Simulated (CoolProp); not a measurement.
The fluid at 298.15 K and 0.131 MPa flows at 12 m/s in a round tube of 10 mm bore and 1.5 µm roughness, fully developed (64/Re and Nu = 3.66 if laminar; Colebrook and Gnielinski if turbulent). The same conditions are run with several fluids, on thermodynamics alone (safety and materials aside).

Model: reference Helmholtz-energy equation of state of each fluid (CF4 (R14): Platzer 1990; R22: Kamei 1995; ethane: Bücker 2006; R134a: Tillner-Roth 1994; C2F6 (R116): Lemmon 2006), in CoolProp. The equations of Platzer and Polt are older, rougher fits.

```csv
fluid,Reynolds number,Darcy friction factor,pressure drop (Pa/m),heat-transfer coefficient (W/(m² K)),mass flow (kg/h)
CF4 (R14),32500,0.0235,790,[?],15.9
R22,40600,0.0224,750,112,[?]
ethane,20600,0.0260,[?],[?],[?]
R134a,56300,[?],[?],165,18.8
C2F6 (R116),[?],0.0205,1090,196,25.1
```

Task: Complete the blanks.

Result: 
- CF4 (R14), heat-transfer coefficient (W/(m² K)): 126
- R22, mass flow (kg/h): 15.8
- ethane, pressure drop (Pa/m): 301
- ethane, heat-transfer coefficient (W/(m² K)): 118
- ethane, mass flow (kg/h): 5.44
- R134a, Darcy friction factor: 0.0209
- R134a, pressure drop (Pa/m): 834
- C2F6 (R116), Reynolds number: 62900

Transport values come from each fluid's own correlations; those of CF4 (R14), R22, R134a, C2F6 (R116) are estimates that may be off by 10 % or more.
